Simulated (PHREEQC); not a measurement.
## Hard or scaling water: speciation

Consider water at 25 °C and 500 atm with 0.00032 mol Ca(HCO3)2, 0.017 mol CO2 and 7.5e-05 mol H4SiO4 per kg of water. Closed to the air; pH follows from the charge balance.

Equilibrium calculation in PHREEQC: ion-association model, phreeqc.dat.

| Property | Result |
|---|---|
| pH | 4.69 |
| ionic strength | 0.000977 mol/kgw |
| total alkalinity | 0.640 meq/kg |

| species | molality | activity | log γ |
|---|---|---|---|
| CO2 | 0.0170 | 0.0170 | 0.000 |
| HCO3- | 0.000659 | 0.000637 | -0.015 |
| Ca+2 | 0.000318 | 0.000277 | -0.059 |
| H4SiO4 | 7.50e-5 | 7.50e-5 | 0.000 |
| H+ | 2.11e-5 | 2.05e-5 | -0.014 |
| (CO2)2 | 5.29e-6 | 5.29e-6 | 0.000 |

Precipitation was switched off in this run. Under pressure, the constants of complexes without a molar volume in the database are unreliable.
